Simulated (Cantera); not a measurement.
## Ignition delay

Mixture: 8.19 % CO, 8.03 % H2, 12.1 % O2, 69.0 % N2, 2.70 % CO2, at 130000 Pa, adiabatic and at constant pressure. Ignition delay is the time to a rise of 400 K.

Computed with Cantera and GRI-Mech 3.0 (53 species, 325 reactions). Where the delays flatten at high temperature, the 400 K rule measures the pace of heat release, not the induction time.

| T0 (K) | delay (ms) |
|---|---|
| 950 | 7.85 |
| 1050 | 0.220 |
| 1150 | 0.0952 |
| 1250 | 0.0619 |
| 1350 | 0.0490 |
| 1450 | 0.0443 |
| 1550 | 0.0440 |
| 1650 | 0.0469 |
| 1750 | 0.0524 |
| 1850 | 0.0600 |
